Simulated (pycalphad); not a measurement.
CALPHAD calculation (pycalphad, COST 507 light-alloy database (1999)), 1 atm. These are 1990s assessments: newer ones move some temperatures and phases. Amounts are mole fractions of atoms.

Task: Give the equilibrium state of Sn-0.5171Si (wt.%) at 827 °C.

Result: 
```
T = 1100.00 K, P = 101325 Pa, N = 1 mol of atoms
G = -81807 J/mol, H = 30432 J/mol, S = 102.03 J/(mol K)  (SER reference)
chemical potentials (J/mol): Sn -82830, Si -35242
phase             fraction      x(Sn)      x(Si)
LIQUID              0.9869     0.9915     0.0085
DIAMOND_A4          0.0131   4.19e-07     1.0000
```

Task: Give the equilibrium state of Sn-0.5171Si (wt.%) at 227 °C.

Result: bct (Sn), fraction 0.978, with no Si wt.%; diamond (Si), fraction 0.022, with >99.99 Si wt.%.

DIAMOND_A4 is diamond (Si). An entry "none" or "no" means that the model of the phase leaves that element out.
